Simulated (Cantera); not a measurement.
Mixture: CH₃OH : O₂ : N₂ = 1 : 3.49 : 19.5 (molar parts), at 5.00 bar, adiabatic and at constant volume. Ignition delay is the time to a rise of 400 K.

Cantera simulation using GRI-Mech 3.0 (53 species, 325 reactions); the numbers are that mechanism's predictions, not measurements. GRI-Mech 3.0 was tuned for natural gas; its chemistry of methanol as a main component is partial and can be far from experiment.

Question: Predict: delay at 1323 K; delay at 1373 K; delay at 1423 K; delay at 1473 K; delay at 1523 K; delay at 1573 K; delay at 1623 K; apparent activation energy between 1523 and 1623 K.

Answer: delay at 1323 K: 0.530 ms
delay at 1373 K: 0.286 ms
delay at 1423 K: 0.164 ms
delay at 1473 K: 99.4 µs
delay at 1523 K: 63.2 µs
delay at 1573 K: 41.8 µs
delay at 1623 K: 28.8 µs
apparent activation energy between 1523 and 1623 K: 160 kJ/mol
